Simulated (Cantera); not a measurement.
A Cantera script and its output.

```python
import numpy as np
import cantera as ct

gas = ct.Solution("gri30.yaml")
gas.TPX = 1675, 101325, {'CH4': 1, 'CO': 0.21, 'O2': 3.34, 'N2': 40.1}
reactor = ct.IdealGasConstPressureReactor(gas, energy="on", clone=False)
net = ct.ReactorNet([reactor])
net.rtol, net.atol = 1e-08, 1e-16
show = ['CH4', 'CO', 'O2', 'O', 'N2O']
times = np.geomspace(6e-06, 3, 12)

steps = ct.SolutionArray(gas, extra=["t"])
rows = []
print(f"{'t/s':>10s}{'T/K':>9s}{'P/Pa':>11s}" + "".join(f"{s:>11s}" for s in show))
for t in times:
    while net.time < t:
        t_next = net.step()
        steps.append(gas.state, t=t_next)
    rows.append([np.interp(t, steps.t, y) for y in (steps.T, steps.P, *steps(*show).X.T)])
    print(f"{t:10.3e}{rows[-1][0]:9.1f}{rows[-1][1]:11.4g}" + "".join(f"{x:11.3e}" for x in rows[-1][2:]))
rate = np.gradient(steps.T, steps.t)
print("integrator steps:", len(steps.t))
if steps.T.max() > steps.T[0] + 200:
    print(f"time of steepest temperature rise: {steps.t[rate.argmax()]:.4e} s")
gas.TPX = 1675, 101325, {'CH4': 1, 'CO': 0.21, 'O2': 3.34, 'N2': 40.1}
gas.equilibrate("HP")
print(f"equilibrium (HP): T = {gas.T:.1f} K  " + "  ".join(f"{s} {gas[s].X[0]:.3e}" for s in show))
```

It prints:

```
       t/s      T/K       P/Pa        CH4         CO         O2          O        N2O
 6.000e-06   1675.0  1.013e+05  2.239e-02  4.703e-03  7.480e-02  8.591e-08  4.963e-12
 1.978e-05   1675.0  1.013e+05  2.239e-02  4.703e-03  7.480e-02  1.136e-07  3.055e-11
 6.521e-05   1674.9  1.013e+05  2.235e-02  4.703e-03  7.479e-02  2.253e-07  2.129e-10
 2.150e-04   1675.1  1.013e+05  2.202e-02  4.712e-03  7.463e-02  1.114e-06  1.466e-09
 7.088e-04   2008.6  1.013e+05  5.969e-18  7.998e-03  2.974e-02  5.879e-03  2.281e-07
 2.337e-03   2152.6  1.013e+05  3.115e-20  2.211e-03  2.787e-02  1.079e-03  3.493e-07
 7.703e-03   2177.1  1.013e+05  4.010e-21  8.543e-04  2.751e-02  4.046e-04  2.662e-07
 2.540e-02   2177.3  1.013e+05  3.704e-21  8.170e-04  2.740e-02  3.866e-04  2.603e-07
 8.373e-02   2175.9  1.013e+05  3.679e-21  8.138e-04  2.709e-02  3.810e-04  2.596e-07
 2.760e-01   2172.6  1.013e+05  3.614e-21  8.064e-04  2.637e-02  3.680e-04  2.594e-07
 9.100e-01   2169.1  1.013e+05  3.539e-21  7.986e-04  2.557e-02  3.541e-04  2.613e-07
 3.000e+00   2168.5  1.013e+05  3.526e-21  7.974e-04  2.544e-02  3.518e-04  2.618e-07
integrator steps: 1798
time of steepest temperature rise: 5.1165e-04 s
equilibrium (HP): T = 2168.5 K  CH4 5.510e-21  CO 7.974e-04  O2 2.544e-02  O 3.518e-04  N2O 2.618e-07
```

Computed with Cantera and GRI-Mech 3.0 (53 species, 325 reactions).
